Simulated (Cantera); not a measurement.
A Cantera script and its output.

```python
import numpy as np
import cantera as ct

gas = ct.Solution("gri30.yaml")


def delay(T, t_max=10):
    gas.TPX = T, 110000, {'CH4': 1, 'O2': 1.05, 'N2': 3.96}
    reactor = ct.IdealGasConstPressureReactor(gas, clone=False)
    net = ct.ReactorNet([reactor])
    net.rtol, net.atol = 1e-8, 1e-16
    while net.time < t_max:
        t_old, T_old = net.time, reactor.T
        net.step()
        if reactor.T > T + 400:  # ignition: a rise of 400 K
            return t_old + (T + 400 - T_old) / (reactor.T - T_old) * (net.time - t_old)
    return np.nan


taus = []
for T in [1025, 1125, 1225, 1325, 1425, 1525, 1625]:
    taus.append(delay(T))
    print(f"T0 = {T:6g} K   tau = {taus[-1]:.4e} s")
```

Output:

```
T0 =   1025 K   tau = 9.3686e-01 s
T0 =   1125 K   tau = 1.8401e-01 s
T0 =   1225 K   tau = 4.2613e-02 s
T0 =   1325 K   tau = 1.1295e-02 s
T0 =   1425 K   tau = 3.3506e-03 s
T0 =   1525 K   tau = 1.1192e-03 s
T0 =   1625 K   tau = 4.2938e-04 s
```

Model: GRI-Mech 3.0 (53 species, 325 reactions), integrated in Cantera.
